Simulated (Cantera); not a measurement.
Feed: 1 mol Fe, 0.1 mol H2S, 2 mol N2, at 28.0 bar.

These are equilibrium values from Cantera (NASA tables, ideal gas, pure condensed phases), not measurements of a reactor. Candidate condensed phases: Fe, FeS, FeS2, S; 16 gas species. Metal and sulfide melt together well below either melting point, which pure phases cannot show. Mutual solubility and eutectic melting of coexisting phases are not modelled. FeS: taken at fixed stoichiometry. The numbers say what is thermodynamically allowed, not how fast it happens.

Question: At 1673 K, list the 5 most abundant gas species with their mole fractions, and the condensed phases.

Answer: N2 0.952, H2 0.0467, H2S 0.000903, SH 1.38e-5, NH3 1.07e-5. Condensed: Fe(δ) + FeS(l).
